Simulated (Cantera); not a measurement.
Charge: 1 mol (CH3)2SiCl2, 0.074 mol C2H4, 1.2 mol H2, held at 923.15 K and 1.00 bar.

These are equilibrium values from Cantera (NASA tables, ideal gas, pure condensed phases), not measurements of a reactor. Candidate condensed phases: C, C6H6, C7H8, C8H18, Si, SiC; 109 gas species. The feed counts by its element totals alone. The tables' values for SiCl3 are old estimates; treat these amounts as uncertain. Rates play no part.

What is the equilibrium state?


| Item | Value |
|---|---|
| x(H2) | 0.728 |
| x(CH4) | 0.123 |
| x(SiCl4) | 0.0995 |
| x(HCl) | 0.0434 |
| x(SiHCl3) | 0.00595 |
| x(SiCl3) | 4.16e-5 |
| x(SiH2Cl2) | 3.49e-5 |
| x(C2H6) | 1.77e-6 |
| n(C(graphite)) | 1.07 mol |
| n(SiC(s)) | 0.541 mol |
| gas amount | 4.353 mol |
| log10 activity of Si(s) (absent) | -3.73 |
